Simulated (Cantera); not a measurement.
A closed system holds: 1 mol Si, 4.6 mol HCl, 17 mol N2, at 673 K and 0.0518 Torr.

These are equilibrium values from Cantera (NASA tables, ideal gas, pure condensed phases), not measurements of a reactor. Candidate condensed phases: NH4Cl, Si, Si3N4; 28 gas species. N2 is the only nitrogen source here; it is nearly inert below about 1500 K, so the nitride shown seldom forms there in practice. Rates play no part.

Base state: N2 0.800, HCl 0.136, H2 0.0427, SiCl4 0.0213 (mole fractions); condensed: Si3N4(s).

Problem. What changes in the equilibrium state with this change: HCl from 4.6 to 2.5 mol?

Solution. 
```csv
species,before,after
N2,0.800,0.878
HCl,0.136,0.0871
H2,0.0427,0.0231
SiCl4,0.0213,0.0115
"Si3N4(s), mol",0.185,0.261
```
